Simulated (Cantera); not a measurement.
Feed: 1 mol SiHCl3, 33 mol N2, at 1250 K and 100 Torr.

Equilibrium computed with Cantera from the NASA thermochemical tables; the gas is ideal and each condensed phase is pure. Candidate condensed phases: NH4Cl, Si, Si3N4; 28 gas species. N2 is the only nitrogen source here; it is nearly inert below about 1500 K, so the nitride shown seldom forms there in practice. The tables' values for SiCl3 are old estimates; treat these amounts as uncertain. The numbers say what is thermodynamically allowed, not how fast it happens.

Base state: N2 0.957, HCl 0.0262, SiCl4 0.0150, H2 0.00151, SiCl3 0.000487, SiCl2 0.000114, SiHCl3 3.07e-5 (mole fractions); condensed: Si3N4(s).

What changes in the equilibrium state with this change: temperature from 1250 K to 1825 K?


```
species          before     after
-------------  --------  --------
N2                0.957     0.944
SiCl2          0.000114    0.0257
HCl              0.0262    0.0249
SiCl4            0.0150  0.000366
SiCl              <1e-9   1.38e-5
H               5.15e-8   5.17e-5
Cl              7.63e-7  0.000534
Si3N4(s), mol     0.156         0
```
The tables' values for SiCl3, SiCl are old estimates; treat these amounts as uncertain.

What changes in the equilibrium state with this change: SiHCl3 replaced by SiH2Cl2?


| species | before | after |
|---|---|---|
| N2 | 0.957 | 0.946 |
| HCl | 0.0262 | 0.0425 |
| H2 | 0.00151 | 0.00792 |
| SiCl4 | 0.0150 | 0.00379 |
| SiCl3 | 0.000487 | 0.000174 |
| SiCl2 | 0.000114 | 5.74e-5 |
| SiHCl3 | 3.07e-5 | 2.51e-5 |
| Si3N4(s), mol | 0.156 | 0.287 |
